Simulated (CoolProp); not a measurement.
Values from CoolProp's reference Helmholtz-energy equation of state, Penoncello 2003.

Question: For CHF3 (R23), give the phase and the density (kg/m³), cv (kJ/(kg K)), speed of sound (m/s), Joule-Thomson coefficient (K/MPa) at -119.65 °C and 409 kPa.

Answer: 
- -119.65 °C and 409 kPa: liquid; density 1580, cv 0.721, speed of sound 1030, Joule-Thomson coefficient -0.349
